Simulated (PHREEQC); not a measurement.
0.16 g of hydrous ferric oxide (600 m²/g; 0.2 weak and 0.005 strong sites per Fe, Dzombak-Morel constants, diffuse double layer) in 1 kg of water with 0.005 mol/kgw of an inert sodium salt and 2.2e-05 mol/kgw BaCl2, at 25 °C; the pH is set by adding NaOH or the inert anion's acid. O2 is buffered at 0.21 atm. No CO2 enters from the air. No solid was allowed to form.

All values are PHREEQC results (ion-association model, wateq4f.dat), not measurements.

```csv
pH,Ba sorbed (%),surface charge σ (C/m²),surface potential ψ (mV)
3,0.0,0.303,215
3.67,0.0,___,___
4.33,0.0,0.148,183
5.67,0.0,0.051,129
6.33,0.1,___,___
7,1.1,0.013,62
7.67,___,0.004,26
8.33,33.7,-0.001,___
9.67,73.4,-0.019,-79
10.33,___,-0.036,-111
11,99.8,-0.071,-140
```

Some entries are withheld; supply them.


- 3.67, surface charge σ (C/m²): 0.223
- 3.67, surface potential ψ (mV): 203
- 6.33, surface charge σ (C/m²): 0.027
- 6.33, surface potential ψ (mV): 97
- 7.67, Ba sorbed (%): 11.9
- 8.33, surface potential ψ (mV): -8
- 10.33, Ba sorbed (%): 96.9

The oxide is taken as insoluble; below pH 4 it would dissolve.
